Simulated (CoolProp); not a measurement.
CH2F2 (R32) along the isotherm 391.1 K: density (kg/m³) from the reference equation and from simpler models built on Tc = 351.3 K, pc = 5.783 MPa, ω = 0.277; each cubic takes its own stable root.

Model: reference Helmholtz-energy equation of state, Tillner-Roth 1997, in CoolProp.

| p (MPa) | phase | reference |
|---|---|---|
| 0.0914 | gas | 1.468 |
| 0.142 | gas | 2.287 |
| 0.222 | gas | 3.588 |
| 0.345 | gas | 5.608 |
| 0.537 | gas | 8.809 |
| 0.837 | gas | 13.93 |
| 1.3 | gas | 22.14 |
| 2.03 | gas | 35.93 |
| 3.16 | gas | 59.70 |
| 4.92 | gas | 104.7 |
| 7.66 | supercritical | 209.7 |
| 11.9 | supercritical | 490.0 |
| 18.6 | supercritical | 686.7 |
| 28.9 | supercritical | 799.2 |

Q: How far does each simpler model (van der Waals, Redlich-Kwong, Soave-Redlich-Kwong, Peng-Robinson) lie from the reference over these 14 states: mean and median of the absolute difference, and the worst?

A: 
- van der Waals: mean 6.7 %, median 1.0 %, worst -33.4 % at 391.1 K and 28.9 MPa
- Redlich-Kwong: mean 3.9 %, median 0.3 %, worst -19.4 % at 391.1 K and 18.6 MPa
- Soave-Redlich-Kwong: mean 6.0 %, median 1.0 %, worst -23.4 % at 391.1 K and 18.6 MPa
- Peng-Robinson: mean 3.6 %, median 0.1 %, worst -16.7 % at 391.1 K and 11.9 MPa
